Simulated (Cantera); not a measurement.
Gas mixture: C₂H₂ : H₂ : CH₄ = 0.76 : 0.86 : 0.19 (molar parts), at 5.00 bar, frozen composition.

Cantera's kinetic-theory transport with the Lennard-Jones parameters of GRI-Mech 3.0, ideal gas; thermal conductivity in the multicomponent form. The composition is frozen, though it would react at the higher temperatures.

One state of this run: ρ (kg/m³) = 1.17; cp (J/kg/K) = 3365; μ (µPa s) = 21.7; λ (mW/m/K) = 144; Pr = 0.508; D (cm²/s) CH₃ = 0.261; D (cm²/s) OH = 0.361; D (cm²/s) CO₂ = 0.199. D: mixture-averaged diffusion coefficient of that species in the mixture.

Which value of T (K) does it belong to?
A) 500
B) 1000
C) 700
D) 600

C, 700
